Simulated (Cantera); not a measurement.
A Cantera script and what it prints.

```python
import numpy as np
import cantera as ct

gas_names = """
    C CO COS CO2 CS CS2 C2 C2O C3 C3O2 C4 C5 Mg MgO MgS Mg2 O O2 O3 S SO SO2 SO3 S2 S2O S8
""".split()
cond_names = """
    C(gr) Mg(cr) Mg(L) MgCO3(s) MgO(s) MgO(L) MgS(s) MgSO4(s) MgSO4(L) S(cr1) S(cr2) S(L)
""".split()


# ... load() reads the species with a 1 bar reference pressure and builds the phases ...
atoms = {
    'MgCO3': {'Mg': 1, 'C': 1, 'O': 3},
    'SO2': {'S': 1, 'O': 2},
    'CO2': {'C': 1, 'O': 2},
}
top_T = {'C(gr)': 4500, 'MgS(s)': 2250}  # K; cautious upper limits of use, not melting points


# ... equilibrate(T, P, feed) seeds the gas with the atoms and calls Mixture.equilibrate('TP', solver="vcs", rtol=1e-11, max_steps=5000) ...
results = []
feed = {'MgCO3': 1, 'SO2': 1.5, 'CO2': 0.12}  # mol
T = 1000  # K
for P in [1000, 3500, 13000, 45000, 160000, 560000, 2000000]:
    mix = equilibrate(T, P, feed)
    results.append((T, P, feed, dict(zip(mix.species_names, mix.species_moles))))

top = {s: max(r[3][s] / sum(r[3][g] for g in gas_names) for r in results) for s in gas_names}
cols = sorted((s for s in top if top[s] > 1e-06), key=lambda s: -top[s])[:8]
seen = [c for c in cond_names if any(r[3].get(c, 0) > 1e-12 for r in results)]
print("log10 of partial pressures in bar; condensed amounts in mol")
print(f"{'P/Pa':>10s}" + "".join(f"{s[:9]:>10s}" for s in cols + seen))
for T, P, feed, n in results:
    ng = sum(n[g] for g in gas_names)
    print(f"{P:10.4g}" + "".join(f"{np.log10(max(n[s] / ng * P / 1e5, 1e-99)):10.3f}" for s in cols)
          + "".join(f"{n.get(c, 0):10.4g}" for c in seen))
```

Output:

```
log10 of partial pressures in bar; condensed amounts in mol
      P/Pa       SO2       CO2        S2       S2O        CO       COS       SO3        SO    MgO(s)  MgSO4(s)
      1000    -2.242    -2.369   -13.466   -12.455    -7.294   -13.394    -7.276    -8.669         1         0
      3500    -1.698    -1.825   -12.379   -11.368    -6.750   -12.307    -6.732    -8.125         1         0
   1.3e+04    -1.128    -1.255   -11.239   -10.228    -6.180   -11.167    -6.162    -7.555         1         0
   4.5e+04    -0.589    -0.716   -10.162    -9.150    -5.641   -10.089    -5.623    -7.016         1         0
   1.6e+05    -0.038    -0.165    -8.176    -7.386    -4.869    -8.325    -5.293    -6.244         1 1.499e-05
   5.6e+05     0.506     0.379    -4.912    -4.665    -3.781    -5.604    -5.293    -5.156    0.9999 0.0001351
     2e+06     1.055     0.936    -1.620    -1.922    -2.676    -2.853    -5.293    -4.059     0.982   0.01796
```

These are equilibrium values from Cantera (NASA tables, ideal gas, pure condensed phases), not measurements of a reactor. Gases not in the tables: S3 to S7.
